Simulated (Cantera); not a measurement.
Adiabatic ignition

An adiabatic, constant-volume homogeneous reactor starts with CO : H2 : CH4 : O2 : N2 : H2O = 1 : 0.2 : 0.084 : 0.96 : 3.61 : 1.3 (molar parts), equivalence ratio 0.80, at 1075 K and 800000 Pa.

Detailed kinetics in Cantera: GRI-Mech 3.0 (53 species, 325 reactions).

| t (s) | T (K) | P (bar) | x CO | x H2 | x CH4 | x N2O | x HCO | x O2 |
|---|---|---|---|---|---|---|---|---|
| 3.00e-6 | 1075 | 8.00 | 0.140 | 0.0280 | 0.0117 | <1e-12 | <1e-12 | 0.134 |
| 7.57e-6 | 1075 | 8.00 | 0.140 | 0.0280 | 0.0117 | <1e-12 | <1e-12 | 0.134 |
| 1.91e-5 | 1075 | 8.00 | 0.140 | 0.0280 | 0.0117 | <1e-12 | <1e-12 | 0.134 |
| 4.82e-5 | 1075 | 8.00 | 0.140 | 0.0280 | 0.0117 | <1e-12 | <1e-12 | 0.134 |
| 0.000122 | 1075 | 8.00 | 0.140 | 0.0280 | 0.0117 | <1e-12 | 1.29e-12 | 0.134 |
| 0.000307 | 1075 | 8.00 | 0.140 | 0.0280 | 0.0117 | 3.38e-12 | 4.72e-12 | 0.134 |
| 0.000775 | 1076 | 8.01 | 0.140 | 0.0279 | 0.0117 | 3.65e-11 | 4.36e-11 | 0.134 |
| 0.00195 | 1130 | 8.39 | 0.137 | 0.0261 | 0.0111 | 1.62e-9 | 1.01e-8 | 0.131 |
| 0.00493 | 2605 | 18.0 | 0.0129 | 0.00321 | <1e-12 | 1.67e-6 | 1.49e-8 | 0.0303 |
| 0.0124 | 2603 | 17.9 | 0.0129 | 0.00321 | <1e-12 | 1.68e-6 | 1.48e-8 | 0.0300 |
| 0.0314 | 2603 | 17.9 | 0.0129 | 0.00321 | <1e-12 | 1.68e-6 | 1.48e-8 | 0.0300 |
| 0.0793 | 2603 | 17.9 | 0.0129 | 0.00321 | <1e-12 | 1.68e-6 | 1.48e-8 | 0.0300 |
| 0.200 | 2603 | 17.9 | 0.0129 | 0.00321 | <1e-12 | 1.68e-6 | 1.48e-8 | 0.0300 |
x: mole fraction; the columns are a selection and need not sum to one.

```json
{
  "time_of_steepest_temperature_rise": "2.25 ms",
  "temperature at 0.200 s": "2603 K",
  "equilibrium_temperature": "2603 K",
  "x(CO) at 0.200 s": "0.0129 (gas-phase equilibrium 0.0129)",
  "x(H2) at 0.200 s": "0.00321 (gas-phase equilibrium 0.00321)",
  "x(CH4) at 0.200 s": "<1e-12 (gas-phase equilibrium <1e-12)"
}
```
